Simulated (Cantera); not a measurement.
**Gas-phase reforming**

An isothermal, constant-pressure homogeneous reactor starts with CH4 : H2O = 1 : 3.1 (molar parts), at 1950 K and 0.760 atm.

Computed with Cantera and GRI-Mech 3.0 (53 species, 325 reactions).

| t (s) | x CH4 | x H2O | x HCO | x C2H2 | x CO2 | x C2H | x H2 |
|---|---|---|---|---|---|---|---|
| 4.00e-5 | 0.213 | 0.744 | 5.91e-7 | 0.00140 | 8.51e-7 | 5.32e-8 | 0.0238 |
| 0.000180 | 0.115 | 0.676 | 5.62e-7 | 0.0395 | 0.000126 | 1.55e-6 | 0.151 |
| 0.000808 | 0.0406 | 0.603 | 2.17e-7 | 0.0692 | 0.00191 | 2.64e-6 | 0.266 |
| 0.00363 | 0.0166 | 0.513 | 1.02e-7 | 0.0562 | 0.0118 | 2.10e-6 | 0.354 |
| 0.0163 | 0.00958 | 0.395 | 6.10e-8 | 0.0201 | 0.0202 | 6.35e-7 | 0.451 |
| 0.0734 | 0.00143 | 0.328 | 4.37e-8 | 0.000657 | 0.0207 | 1.88e-8 | 0.508 |
| 0.330 | 7.98e-9 | 0.323 | 4.15e-8 | 3.01e-12 | 0.0206 | <1e-12 | 0.512 |
| 1.48 | 2.02e-9 | 0.323 | 4.15e-8 | <1e-12 | 0.0206 | <1e-12 | 0.512 |
| 6.67 | 2.02e-9 | 0.323 | 4.15e-8 | <1e-12 | 0.0206 | <1e-12 | 0.512 |
| 30.0 | 2.02e-9 | 0.323 | 4.15e-8 | <1e-12 | 0.0206 | <1e-12 | 0.512 |
x: mole fraction; the columns are a selection and need not sum to one.

Equilibrium at this temperature and pressure: CH4 2.42e-9, H2O 0.323, HCO 4.15e-8, C2H2 <1e-12, CO2 0.0206, C2H <1e-12, H2 0.512 (gas phase only).
